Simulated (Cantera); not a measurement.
A Cantera script and its output.

```python
import numpy as np
import cantera as ct

gas = ct.Solution("h2o2.yaml")
gas.TPX = 550, 740000, {'H2': 1, 'O2': 0.185, 'N2': 0.685}
flame = ct.FreeFlame(gas, width=0.0099)
flame.set_refine_criteria(ratio=3, slope=0.08, curve=0.16)
flame.transport_model = "mixture-averaged"
flame.solve(loglevel=0, auto=True)
z, T = flame.grid, flame.T
thick = (T[-1] - T[0]) / np.gradient(T, z).max()
show = ['H2', 'O2', 'O', 'OH', 'H2O2', 'HO2']
print(f"laminar burning velocity  {flame.velocity[0] * 100:.3f} cm/s")
print(f"burnt temperature         {T[-1]:.1f} K")
print(f"thermal thickness         {thick * 1e3:.4f} mm")
print(f"grid points               {len(z)}")
z0 = z[flame.heat_release_rate.argmax()]
print(f"{'z/mm':>9s}{'T/K':>9s}{'u/(m/s)':>9s}" + "".join(f"{s:>11s}" for s in show))
rows = []
for k in (-3, -2, -1.5, -1, -0.5, -0.25, 0, 0.25, 0.5, 1, 2, 4, 8):
    zz = z0 + k * thick
    rows.append([k * thick, np.interp(zz, z, T), np.interp(zz, z, flame.velocity),
                 *(np.interp(zz, z, flame.X[gas.species_index(s)]) for s in show)])
    print(f"{rows[-1][0] * 1e3:9.3f}{rows[-1][1]:9.1f}{rows[-1][2]:9.3f}" + "".join(f"{x:11.3e}" for x in rows[-1][3:]))
```

Result:

```
laminar burning velocity  629.083 cm/s
burnt temperature         2068.8 K
thermal thickness         0.0374 mm
grid points               117
     z/mm      T/K  u/(m/s)         H2         O2          O         OH       H2O2        HO2
   -0.112    550.0    6.291  5.348e-01  9.893e-02  9.643e-13  2.424e-14  7.602e-12  2.402e-10
   -0.075    550.1    6.291  5.347e-01  9.894e-02  1.058e-10  2.660e-12  4.544e-10  1.393e-08
   -0.056    550.3    6.293  5.346e-01  9.896e-02  1.240e-09  3.134e-11  4.617e-09  1.392e-07
   -0.037    553.6    6.319  5.336e-01  9.918e-02  5.153e-08  1.693e-09  1.724e-07  5.038e-06
   -0.019    648.2    7.232  5.193e-01  9.975e-02  1.201e-05  5.396e-05  3.026e-05  7.091e-04
   -0.009    941.8   10.186  4.854e-01  9.015e-02  1.630e-04  5.444e-04  6.798e-05  7.857e-04
    0.000   1306.1   13.834  4.346e-01  6.401e-02  6.946e-04  9.820e-04  2.557e-05  3.765e-04
    0.009   1563.7   16.463  3.885e-01  3.269e-02  9.017e-04  1.458e-03  4.313e-06  1.721e-04
    0.019   1702.5   17.894  3.635e-01  1.335e-02  5.692e-04  1.557e-03  1.748e-06  6.775e-05
    0.037   1817.1   19.032  3.523e-01  2.087e-03  1.762e-04  1.464e-03  5.652e-07  1.003e-05
    0.075   1900.2   19.802  3.557e-01  1.216e-04  6.802e-05  1.242e-03  1.810e-07  5.908e-07
    0.149   1965.2   20.383  3.615e-01  1.026e-05  2.992e-05  9.055e-04  7.700e-08  7.798e-08
    0.299   2011.2   20.787  3.659e-01  3.192e-06  1.096e-05  5.780e-04  3.082e-08  2.781e-08
```

Cantera simulation using the H2/O2 subset of GRI-Mech 3.0, which has no nitrogen chemistry; the numbers are that mechanism's predictions, not measurements. The hydrogen kinetics of GRI-Mech 3.0 are dated; newer H2 mechanisms differ, most at raised pressure. Burning velocities carry a grid error of a few per cent, more on coarse grids.
